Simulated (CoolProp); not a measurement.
Values from CoolProp's reference Helmholtz-energy equation of state, Setzmann 1991.

For methane, give the phase and the cp (kJ/(kg K)), cv (kJ/(kg K)) at 214.1 K and 222 bar; 259.1 K and 222 bar.


- 214.1 K and 222 bar: supercritical; cp 3.83, cv 1.84
- 259.1 K and 222 bar: supercritical; cp 3.94, cv 1.84
